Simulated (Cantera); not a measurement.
An adiabatic, constant-volume homogeneous reactor starts with 8.64 % CH4, 19.2 % O2, 72.2 % N2, equivalence ratio 0.90, at 1625 K and 4.93 atm.

Computed with Cantera and GRI-Mech 3.0 (53 species, 325 reactions). Above 3000 K some thermodynamic fits are extrapolated.

One state of this run: T (K) = 3043; P (bar) = 9.75; x CH4 = <1e-12; x O2 = 0.0271; x CH2O = 1.97e-9; x CO2 = 0.0472; x C2H2 = <1e-12; x HCN = 7.11e-9; x CO = 0.0358. x: mole fraction; the columns are a selection and need not sum to one.

Which value of t (s) does it belong to?
A) 0.00379
B) 6.23e-5
C) 8.00e-6
D) 2.23e-5

A, 0.00379
